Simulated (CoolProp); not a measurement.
Properties of CH2F2 (R32) at several states (Tc = 351.3 K, pc = 57.83 bar, ω = 0.277).

Computed with CoolProp (reference Helmholtz-energy equation of state, Tillner-Roth 1997).

```csv
T (K),p (bar),phase,Z,speed of sound (m/s),expansivity (1/kK),viscosity (µPa s)
227.9,217,liquid,0.4838,1046,1.973,328
386.6,93.9,supercritical,[?],201.7,[?],[?]
230.8,0.139,gas,0.9954,216.4,4.418,10.3
207.3,0.12,gas,0.9936,205.9,4.967,[?]
210.5,0.4,gas,0.9798,[?],5.219,9.36
200.7,55.2,liquid,0.1348,1103,1.990,429
```

**Question.** Fill in the missing entries.

**Answer.** 
- 386.6, Z: 0.4346
- 386.6, expansivity (1/kK): 24.52
- 386.6, viscosity (µPa s): 28.8
- 207.3, viscosity (µPa s): 9.21
- 210.5, speed of sound (m/s): 205.5

Viscosity comes from a separate model (Bell 2016), an estimate that may be off by 10 % or more.
